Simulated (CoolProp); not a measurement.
Vapour pressure (MPa) of octamethylcyclotetrasiloxane (D4): the reference equation beside estimates from Tc = 586.5 K, pc = 1.347 MPa, ω = 0.598. Clausius-Clapeyron is anchored at 487.8 K with a constant enthalpy of vaporisation of 33.88 kJ/mol.

Model: reference Helmholtz-energy equation of state, Thol 2015, in CoolProp.

```tsv
T (K)	reference	Lee-Kesler	Clausius-Clapeyron	van der Waals	Redlich-Kwong	Soave-Redlich-Kwong	Peng-Robinson
416.1	0.04046	0.04044	0.05859	0.2891	0.1318	0.04049	0.04121
428.1	0.05782	0.05773	0.07710	0.3332	0.1661	0.05789	0.05854
440	0.08038	0.08022	0.09973	0.3811	0.2059	0.08060	0.08107
452	0.1096	0.1093	0.1275	0.4335	0.2525	0.1101	0.1103
463.9	0.1461	0.1458	0.1607	0.4899	0.3054	0.1472	0.1468
475.9	0.1917	0.1914	0.2005	0.5513	0.3662	0.1937	0.1927
487.8	0.2471	0.2467	0.2471	0.6167	0.4341	0.2505	0.2486
499.8	0.3146	0.3143	0.3020	0.6874	0.5108	0.3198	0.3170
511.7	0.3947	0.3946	0.3650	0.7623	0.5954	0.4023	0.3985
523.7	0.4906	0.4908	0.4381	0.8427	0.6898	0.5010	0.4961
535.6	0.6025	0.6035	0.5207	0.9274	0.7928	0.6160	0.6103
547.6	0.7350	0.7370	0.6152	1.018	0.9064	0.7512	0.7451
559.5	0.8886	0.8920	0.7206	1.113	1.029	0.9064	0.9006
571.5	1.070	1.075	0.8397	1.214	1.164	1.086	1.082
```

Absolute difference from the reference over all 14 rows, mean and median: Lee-Kesler 0.2 and 0.2 %, Clausius-Clapeyron 16.1 and 14.9 %, van der Waals 196.2 and 134.0 %, Redlich-Kwong 86.3 and 69.0 %, Soave-Redlich-Kwong 1.3 and 1.4 %, Peng-Robinson 1.0 and 1.0 %.
